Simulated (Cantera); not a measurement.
Standard-state values (1 bar) from the NASA 1993 polynomials, evaluated with Cantera. Values are per mole of reaction as written; species without (g) are pure solids or liquids, kept so even where they would boil at 1 bar.

Question: Between 1123 and 1573 K, where is each reaction favourable under standard conditions?
- Fe + 2 HCl(g) ⇌ FeCl₂ + 2 H(g)

Answer: 
- Fe + 2 HCl(g) ⇌ FeCl₂ + 2 H(g): ΔG° is 309 kJ at 1123 K and 291 kJ at 1573 K; it stays positive (K < 1). ΔH° is 364 kJ and ΔS° 46 J/K at 1573 K.
